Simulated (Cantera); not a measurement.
An isothermal, constant-pressure homogeneous reactor starts with CH₄ : N₂ = 1 : 44 (molar parts), at 1875 K and 1.80 bar.

Cantera simulation using GRI-Mech 3.0 (53 species, 325 reactions); the numbers are that mechanism's predictions, not measurements. GRI-Mech 3.0 stops at C3 and has no aromatics, soot or wall deposition, so with more carbon than oxygen in the feed, carbon stays in small species such as C2H2 where larger ones or solid carbon would form.

One state of this run: x CH₄ = 0.0219; x H₂ = 0.000194; x H = 3.23e-6; x CH₃ = 0.000315; x CH₂ = 2.54e-7; x C₂H = 2.89e-11. x: mole fraction; the columns are a selection and need not sum to one.

### Question
Which value of t (s) does it belong to?
A. 0.267
B. 1.49e-5
C. 0.0303
D. 4.41e-5

### Answer
D, 4.41e-5
